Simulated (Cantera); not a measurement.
Input: 1 mol Si, 1.5 mol N2O, 19 mol H2, 0.23 mol CO2, equilibrated at 1350 °C and 31.0 Pa.

Method: chemical equilibrium by Gibbs-energy minimisation in Cantera with the NASA 1993 tables (ideal gas, pure condensed phases). Candidate condensed phases: C, C6H6, C7H8, C8H18, H2O, Si, SiC, SiO2, Si2N2O, Si3N4; 151 gas species. The tables hold silica as quartz up to 1696 K and as liquid above; real silica turns to tridymite and cristobalite and melts near 1996 K. The numbers say what is thermodynamically allowed, not how fast it happens.

Base state: H2 0.888, N2 0.0708, SiO 0.0195, CO 0.0108, H2O 0.00670, H 0.00370, CO2 2.63e-5 (mole fractions); condensed: SiO2(β-quartz).

Problem. What changes in the equilibrium state with this change: pressure from 31.0 Pa to 1 atm?

Solution. 
```json
[
 {"species": "H2", "before": "0.888", "after": "0.920"},
 {"species": "N2", "before": "0.0708", "after": "0.0682"},
 {"species": "CO", "before": "0.0108", "after": "0.0111"},
 {"species": "SiO", "before": "0.0195", "after": "0.000112"},
 {"species": "H2O", "before": "0.00670", "after": "0.000370"},
 {"species": "CH4", "before": "<1e-9", "after": "2.70e-5"},
 {"species": "HCN", "before": "<1e-9", "after": "1.25e-5"},
 {"species": "SiO2(β-quartz), mol", "before": "0.587", "after": "0.815"},
 {"species": "Si2N2O(s), mol", "before": "0", "after": "0.0915"}
]
```
Mutual solubility and eutectic melting of coexisting phases are not modelled.

Problem. What changes in the equilibrium state with this change: temperature from 1350 °C to 677 °C?

Solution. 
```json
[
 {"species": "H2", "before": "0.888", "after": "0.921"},
 {"species": "N2", "before": "0.0708", "after": "0.0684"},
 {"species": "CO", "before": "0.0108", "after": "0.0110"},
 {"species": "SiO", "before": "0.0195", "after": "<1e-9"},
 {"species": "H2O", "before": "0.00670", "after": "2.92e-6"},
 {"species": "H", "before": "0.00370", "after": "3.03e-8"},
 {"species": "CH4", "before": "<1e-9", "after": "4.40e-5"},
 {"species": "CO2", "before": "2.63e-5", "after": "6.22e-8"},
 {"species": "SiO2(β-quartz), mol", "before": "0.587", "after": "0.823"},
 {"species": "C(graphite), mol", "before": "0", "after": "0.00303"},
 {"species": "Si2N2O(s), mol", "before": "0", "after": "0.0887"}
]
```
